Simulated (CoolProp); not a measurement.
Saturation properties of C3F8 (R218) (Tc = 345.0 K, pc = 2.640 MPa, ω = 0.317).

Computed with CoolProp (reference Helmholtz-energy equation of state, Lemmon 2006). It is a short technical equation, of lower accuracy than the large ones.

```json
[
 {"T (K)": "229.7", "p (MPa)": "0.07419", "liquid density (kg/m³)": "1637", "vapour density (kg/m³)": "7.634", "enthalpy of vaporisation (kJ/kg)": "107.5", "surface tension (mN/m)": "11.3", "liquid viscosity (µPa s)": "488"},
 {"T (K)": "240.2", "p (MPa)": "0.1202", "liquid density (kg/m³)": "1596", "vapour density (kg/m³)": "12.03", "enthalpy of vaporisation (kJ/kg)": "103.7", "surface tension (mN/m)": "10.1", "liquid viscosity (µPa s)": "409"},
 {"T (K)": "250.6", "p (MPa)": "0.1849", "liquid density (kg/m³)": "1554", "vapour density (kg/m³)": "18.14", "enthalpy of vaporisation (kJ/kg)": "99.70", "surface tension (mN/m)": "8.85", "liquid viscosity (µPa s)": "346"},
 {"T (K)": "261.1", "p (MPa)": "0.2746", "liquid density (kg/m³)": "1509", "vapour density (kg/m³)": "26.56", "enthalpy of vaporisation (kJ/kg)": "95.32", "surface tension (mN/m)": "7.66", "liquid viscosity (µPa s)": "294"},
 {"T (K)": "271.5", "p (MPa)": "0.3927", "liquid density (kg/m³)": "1462", "vapour density (kg/m³)": "37.73", "enthalpy of vaporisation (kJ/kg)": "90.60", "surface tension (mN/m)": "6.51", "liquid viscosity (µPa s)": "251"},
 {"T (K)": "282", "p (MPa)": "0.5471", "liquid density (kg/m³)": "1411", "vapour density (kg/m³)": "52.69", "enthalpy of vaporisation (kJ/kg)": "85.36", "surface tension (mN/m)": "5.39", "liquid viscosity (µPa s)": "214"},
 {"T (K)": "292.4", "p (MPa)": "___", "liquid density (kg/m³)": "___", "vapour density (kg/m³)": "72.27", "enthalpy of vaporisation (kJ/kg)": "79.55", "surface tension (mN/m)": "4.33", "liquid viscosity (µPa s)": "183"},
 {"T (K)": "302.9", "p (MPa)": "0.9839", "liquid density (kg/m³)": "1295", "vapour density (kg/m³)": "98.62", "enthalpy of vaporisation (kJ/kg)": "72.86", "surface tension (mN/m)": "3.29", "liquid viscosity (µPa s)": "155"},
 {"T (K)": "313.3", "p (MPa)": "1.280", "liquid density (kg/m³)": "1224", "vapour density (kg/m³)": "134.3", "enthalpy of vaporisation (kJ/kg)": "65.06", "surface tension (mN/m)": "2.33", "liquid viscosity (µPa s)": "130"},
 {"T (K)": "323.8", "p (MPa)": "1.643", "liquid density (kg/m³)": "1138", "vapour density (kg/m³)": "___", "enthalpy of vaporisation (kJ/kg)": "55.31", "surface tension (mN/m)": "1.42", "liquid viscosity (µPa s)": "106"}
]
```

Task: What belongs in the gaps?

Result: 
- 292.4, p (MPa): 0.7407
- 292.4, liquid density (kg/m³): 1356
- 323.8, vapour density (kg/m³): 186.2

It boils at 236.4 K under 1 atm.

Viscosity comes from a separate model (Huber 2003), an estimate that may be off by 10 % or more. Surface tension comes from a separate correlation (Mulero 2012).
